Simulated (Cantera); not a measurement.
Input: 1 mol Pb, 1 mol H2O, 10 mol CO, held at 10000 Pa.

Cantera equilibrium calculation (NASA polynomials, part measured and part estimated; ideal gas, pure solids and liquids). Candidate condensed phases: C, C6H6, C7H8, C8H18, H2O, Pb, PbO, PbO2, Pb3O4; 113 gas species. Equilibrium is a limit: real reactors are often held back by kinetics, nucleation or transport.

Problem. What share of the Pb ends up in condensed phases as a function of T (°C), at 802, 902, 1002, 1102, 1202, 1302, 1402, 1502?

Solution. 
```tsv
T (°C)	Pb condensed (%)	as
802	99.2	Pb(l)
902	95.2	Pb(l)
1002	78.9	Pb(l)
1102	22.7	Pb(l)
1202	0.0	-
1302	0.0	-
1402	0.0	-
1502	0.0	-
```
